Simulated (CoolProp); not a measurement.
Vapour-liquid equilibrium of n-hexane (1) + n-decane (2) at 423.8 K; x and y are mole fractions of (1).

Values from CoolProp's multi-fluid Helmholtz-energy mixture model, Thol 2019 and Lemmon 2006; pair parameters Kunz 2012.

| x | bubble pressure, mixture model (MPa) | bubble pressure, Raoult's law (MPa) | y, mixture model | y, Raoult's law |
|---|---|---|---|---|
| 0.05 | 0.08188 | 0.08904 | 0.366 | 0.428 |
| 0.15 | 0.1406 | 0.1600 | … | 0.715 |
| 0.25 | 0.2023 | 0.2309 | 0.782 | 0.826 |
| 0.35 | 0.2670 | 0.3018 | 0.851 | 0.885 |
| 0.45 | … | 0.3728 | 0.896 | 0.921 |
| 0.55 | 0.4056 | 0.4437 | 0.927 | 0.946 |
| 0.65 | 0.4794 | 0.5147 | 0.950 | 0.964 |
| 0.75 | 0.5561 | 0.5856 | 0.967 | 0.977 |
| 0.85 | 0.6359 | 0.6565 | … | 0.988 |
| 0.95 | 0.7194 | 0.7275 | 0.994 | 0.996 |

Task: Some entries are withheld; supply them.

Result: 
- 0.15, y, mixture model: 0.657
- 0.45, bubble pressure, mixture model (MPa): 0.3348
- 0.85, y, mixture model: 0.982

The largest gap from Raoult's law is -12.4 % in bubble pressure, at x = 0.25. No azeotrope shows between x = 0.05 and 0.95.

Pair parameters are fitted to limited data, so mixtures are less certain than the pure fluids.
